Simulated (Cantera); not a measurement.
Input: 1 mol SiH4, 2.7 mol NH3, held at 0.00360 bar.

Equilibrium computed with Cantera from the NASA thermochemical tables; the gas is ideal and each condensed phase is pure. Candidate condensed phases: Si, Si3N4; 18 gas species. Rates play no part. All values below are at 1450 K.

Base state: H2 0.898, N2 0.101, H 0.000149 (mole fractions); condensed: Si3N4(s).

Question: What changes in the equilibrium state with this change: SiH4 replaced by SiHCl3?

Answer: 
```tsv
species	before	after
H2	0.898	0.503
HCl	0	0.295
N2	0.101	0.140
SiCl2	0	0.0561
SiCl3	0	0.00487
SiCl4	0	0.00154
Si3N4(s), mol	0.333	0.187
```
The tables' values for SiCl3 are old estimates; treat these amounts as uncertain. Further candidate phases: NH4Cl.
